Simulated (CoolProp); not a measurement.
Vapour-liquid equilibrium of carbonyl sulfide (1) + propane (2) at 294.7 K; x and y are mole fractions of (1).

The numbers come from the multi-fluid Helmholtz-energy mixture model, Lemmon 2006 and Lemmon 2009; pair parameters Bell 2016 in CoolProp.

```csv
x,bubble pressure (MPa),y at the bubble point,dew pressure at overall composition x (MPa),liquid density (mol/L)
0.05,[?],0.067,[?],11.47
0.2,0.9444,[?],[?],12.07
0.35,0.9899,0.405,0.9744,12.74
0.5,1.032,0.554,[?],13.49
0.65,1.072,0.697,1.059,14.33
0.8,1.114,0.833,1.104,15.25
0.95,1.159,0.960,1.155,[?]
```

### Question
What belongs in the gaps?

### Answer

- 0.05, bubble pressure (MPa): 0.8914
- 0.05, dew pressure at overall composition x (MPa): 0.8863
- 0.2, y at the bubble point: 0.246
- 0.2, dew pressure at overall composition x (MPa): 0.9310
- 0.5, dew pressure at overall composition x (MPa): 1.016
- 0.95, liquid density (mol/L): 16.28

No azeotrope shows between x = 0.05 and 0.95.

Pair parameters are fitted to limited data, so mixtures are less certain than the pure fluids.
